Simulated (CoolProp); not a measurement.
Benzene along the isotherm 346.85 °C: Z from the reference equation and from simpler models built on Tc = 288.9 °C, pc = 4906 kPa, ω = 0.211; each cubic takes its own stable root.

The numbers come from the reference Helmholtz-energy equation of state, Thol 2012 in CoolProp.

| p (kPa) | phase | reference |
|---|---|---|
| 1530 | gas | 0.9203 |
| 3070 | gas | 0.8314 |
| 4600 | gas | 0.7304 |
| 6130 | supercritical | 0.6125 |
| 7670 | supercritical | 0.4840 |
| 9200 | supercritical | 0.4070 |
| 10700 | supercritical | 0.4016 |
| 12300 | supercritical | 0.4210 |

### Question
How far does each simpler model (van der Waals, Redlich-Kwong, Soave-Redlich-Kwong, Peng-Robinson) lie from the reference over these 8 states: mean and median of the absolute difference, and the worst?

### Answer
- van der Waals: mean 9.0 %, median 7.6 %, worst +24.6 % at 346.85 °C and 12300 kPa
- Redlich-Kwong: mean 4.5 %, median 2.6 %, worst +10.8 % at 346.85 °C and 12300 kPa
- Soave-Redlich-Kwong: mean 7.9 %, median 5.5 %, worst +17.8 % at 346.85 °C and 10700 kPa
- Peng-Robinson: mean 4.4 %, median 2.6 %, worst +8.8 % at 346.85 °C and 10700 kPa
